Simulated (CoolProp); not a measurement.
Vapour-liquid equilibrium of methane (1) + ethylene (2) at 168.6 K; x and y are mole fractions of (1).

Computed with CoolProp (multi-fluid Helmholtz-energy mixture model, Setzmann 1991 and Smukala 2000; pair parameters Bell 2016).

Give the bubble pressure and the first vapour's composition at x = 0.35, 0.8, 0.95. Is there an azeotrope?

x = 0.35: 898.0 kPa, y = 0.907; x = 0.8: 1737 kPa, y = 0.973; x = 0.95: 2074 kPa, y = 0.992. No azeotrope shows between x = 0.05 and 0.95.

Pair parameters are fitted to limited data, so mixtures are less certain than the pure fluids. The gap from Raoult's law changes sign with composition, which may be real or a fault of the pair parameters; it wasn't checked against measurements.
